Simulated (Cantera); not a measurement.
Cantera run:

```python
import numpy as np
import cantera as ct

gas_names = """
    H H2 N NH NH2 NH3 N2 N2H2 N2H4 Si SiH SiH2 SiH3 SiH4 SiN Si2 Si2N Si3
""".split()
cond_names = """
    Si(cr) Si(L) Si3N4(a)
""".split()


# ... load() reads the species with a 1 bar reference pressure and builds the phases ...
atoms = {
    'Si3N4': {'Si': 3, 'N': 4},
    'H2': {'H': 2},
}
top_T = {'Si3N4(a)': 2400}  # K; cautious upper limits of use, not melting points


# ... equilibrate(T, P, feed) seeds the gas with the atoms and calls Mixture.equilibrate('TP', solver="vcs", rtol=1e-11, max_steps=5000) ...
results = []
feed = {'Si3N4': 1, 'H2': 1.4}  # mol
P = 1000  # Pa
for T in [1750, 1825, 1900, 1975, 2050, 2125, 2200, 2275, 2350, 2425, 2500, 2575, 2650, 2725]:
    mix = equilibrate(T, P, feed)
    results.append((T, P, feed, dict(zip(mix.species_names, mix.species_moles))))

top = {s: max(r[3][s] / sum(r[3][g] for g in gas_names) for r in results) for s in gas_names}
cols = sorted((s for s in top if top[s] > 0.0001), key=lambda s: -top[s])[:9]
seen = [c for c in cond_names if any(r[3].get(c, 0) > 1e-12 for r in results)]
print("log10 of partial pressures in bar; condensed amounts in mol")
print(f"{'T/K':>10s}" + "".join(f"{s[:9]:>10s}" for s in cols + seen))
for T, P, feed, n in results:
    ng = sum(n[g] for g in gas_names)
    print(f"{T:10.4g}" + "".join(f"{np.log10(max(n[s] / ng * P / 1e5, 1e-99)):10.3f}" for s in cols)
          + "".join(f"{n.get(c, 0):10.4g}" for c in seen))
```

Result:

```
log10 of partial pressures in bar; condensed amounts in mol
       T/K        H2        N2        Si         H       Si2       SiH       SiN      Si2N       Si3     Si(L)  Si3N4(a)
      1750    -2.209    -2.420    -5.824    -4.738    -8.110    -6.807    -7.321    -7.090    -8.721      1.29    0.5699
      1825    -2.388    -2.231    -5.342    -4.550    -7.529    -6.510    -6.843    -6.649    -8.158     2.998         0
      1900    -2.390    -2.232    -4.899    -4.295    -6.994    -6.156    -6.491    -6.330    -7.641     2.995         0
      1975    -2.394    -2.234    -4.490    -4.061    -6.501    -5.830    -6.166    -6.037    -7.165     2.987         0
      2050    -2.400    -2.237    -4.112    -3.844    -6.045    -5.530    -5.866    -5.767    -6.725      2.97         0
      2125    -2.411    -2.244    -3.760    -3.646    -5.622    -5.255    -5.589    -5.518    -6.317     2.932         0
      2200    -2.431    -2.256    -3.433    -3.465    -5.229    -5.003    -5.334    -5.291    -5.938     2.852         0
      2275    -2.464    -2.278    -3.128    -3.303    -4.862    -4.775    -5.101    -5.084    -5.585     2.688         0
      2350    -2.522    -2.320    -2.842    -3.165    -4.519    -4.577    -4.895    -4.901    -5.256     2.341         0
      2425    -2.630    -2.400    -2.575    -3.062    -4.198    -4.417    -4.721    -4.751    -4.948      1.54         0
      2500    -2.797    -2.522    -2.377    -2.998    -4.005    -4.354    -4.635    -4.741    -4.821         0         0
      2575    -2.853    -2.531    -2.375    -2.887    -4.190    -4.428    -4.685    -5.047    -5.252         0         0
      2650    -2.921    -2.540    -2.377    -2.790    -4.374    -4.509    -4.737    -5.344    -5.673         0         0
      2725    -3.004    -2.549    -2.382    -2.707    -4.553    -4.599    -4.788    -5.630    -6.079         0         0
```

Equilibrium computed with Cantera from the NASA thermochemical tables; the gas is ideal and each condensed phase is pure. Mutual solubility and eutectic melting of coexisting phases are not modelled. The tables' values for SiN are old estimates; treat these amounts as uncertain. Gases not in the tables: Si2H6 and higher silanes.
